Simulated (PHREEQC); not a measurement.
# Spent oxide etchant: an equilibrium model

A solution holds 0.11 mol NH4HF2, 0.033 mol (NH4)2SiF6 and 0.0021 mol HCl per kg of water, at 25 °C. Closed to the air; pH follows from the charge balance.

The numbers come from PHREEQC with the ion-association model, phreeqc.dat.

* **pH**: 2.99
* **ionic strength**: 0.210 mol/kgw
* **activity of water**: 0.993
* **density**: 1.003 g/cm³
* **total alkalinity**: -244 meq/kg

```json
[
 {"species": "NH4+", "molality": "0.176", "activity": "0.119", "log γ": "-0.170"},
 {"species": "HF", "molality": "0.0843", "activity": "0.0885", "log γ": "0.021"},
 {"species": "F-", "molality": "0.0827", "activity": "0.0581", "log γ": "-0.153"},
 {"species": "SiF6-2", "molality": "0.0330", "activity": "0.00966", "log γ": "-0.534"},
 {"species": "HF2-", "molality": "0.0265", "activity": "0.0197", "log γ": "-0.128"},
 {"species": "Cl-", "molality": "0.00210", "activity": "0.00150", "log γ": "-0.148"},
 {"species": "H+", "molality": "0.00128", "activity": "0.00102", "log γ": "-0.099"},
 {"species": "NH3", "molality": "6.36e-8", "activity": "6.68e-8", "log γ": "0.021"}
]
```

No solid was allowed to form. SiF6-2 is the database's only silicon fluoride.
